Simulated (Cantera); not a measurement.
Charge: 1 mol SiH₂Cl₂, 13 mol NH₃, 13 mol N₂, equilibrated at 19.0 mbar.

Cantera equilibrium calculation (NASA polynomials, part measured and part estimated; ideal gas, pure solids and liquids). Candidate condensed phases: NH₄Cl, Si, Si₃N₄; 28 gas species. The tables' values for SiCl, SiN, SiCl₃ are old estimates; treat these amounts as uncertain. Gases not in the tables: Si₂H₆ and higher silanes. Kinetics and transport are ignored.

log p: log10 of the partial pressure in bar; n: condensed amount in mol.

| T (K) | log p H₂ | log p N₂ | log p HCl | log p H | n Si₃N₄(s) | n Si(l) |
|---|---|---|---|---|---|---|
| 1300 | -2.04 | -2.05 | -3.03 | -6.97 | 0.333 | 0 |
| 1400 | -2.04 | -2.05 | -3.03 | -6.33 | 0.332 | 0 |
| 1500 | -2.04 | -2.05 | -3.03 | -5.77 | 0.327 | 0 |
| 1600 | -2.04 | -2.05 | -3.06 | -5.28 | 0.312 | 0 |
| 1700 | -2.03 | -2.05 | -3.10 | ___ | ___ | 0 |
| 1800 | -2.03 | -2.05 | -3.19 | ___ | ___ | 0 |
| 1900 | -2.04 | -2.05 | -3.18 | -4.12 | 0 | 0.677 |
| 2000 | -2.04 | -2.05 | -3.18 | -3.81 | 0 | 0.610 |

Problem. What belongs in the gaps?

Solution. 
- 1700, log p H: -4.85
- 1700, n Si₃N₄(s): 0.279
- 1800, log p H: -4.46
- 1800, n Si₃N₄(s): 0.229
